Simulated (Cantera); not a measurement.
Input: 1 mol SiH₂Cl₂, 0.41 mol C₂H₄, 750 mol H₂, at 800 °C and 8.60 mbar.

Cantera equilibrium calculation (NASA polynomials, part measured and part estimated; ideal gas, pure solids and liquids). Candidate condensed phases: C, C₆H₆, C₇H₈, C₈H₁₈, Si, SiC; 109 gas species. Mutual solubility and eutectic melting of coexisting phases are not modelled. Rates play no part.

Base state: H₂ 0.997, HCl 0.00262, SiCl₂ 1.34e-5 (mole fractions); condensed: Si(s) + SiC(s).

What changes in the equilibrium state with this change: temperature from 800 °C to 1925 °C?


```csv
species,before,after
H₂,0.997,0.938
H,1.51e-7,0.0581
HCl,0.00262,0.00246
Si,<1e-9,0.00119
C₂H₂ (acetylene),<1e-9,0.000498
Cl,<1e-9,0.000111
SiH,<1e-9,4.74e-5
SiC₂,<1e-9,2.37e-5
"Si(s), mol",0.169,0
"SiC(s), mol",0.820,0
```
